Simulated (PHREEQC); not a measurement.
1 kg of water holding 0.063 mol KCl, 0.34 mol Na2CO3, 0.00048 mol Na2B4O7, 0.09 mol NaCl and 0.017 mol Na2SO4 is evaporated at 30 °C; the solids stay in contact with the brine. CO2 is held at log p = -3.4 (atm). Only these solids could form: Arcanite, Burkeite, Glaserite, Halite, Kalicinite, Mirabilite, Misenite, Nahcolite, Natron, Sylvite, Thenardite, Trona, Borax, Boric_acid,s, KB5O8:4H2O, K2B4O7:4H2O, NaBO2:4H2O, NaB5O8:5H2O, Teepleite.

The series has 17 steps of water left (kg), from 0.9991 to 0.03418.

All values are PHREEQC results (Pitzer model, pitzer.dat), not measurements.

Problem. Which solids form, in which order, and at which step of the series does each first stand?

Solution. Trona from water left = 0.1396 kg (pH 10.14); Glaserite from water left = 0.03418 kg (pH 9.95).
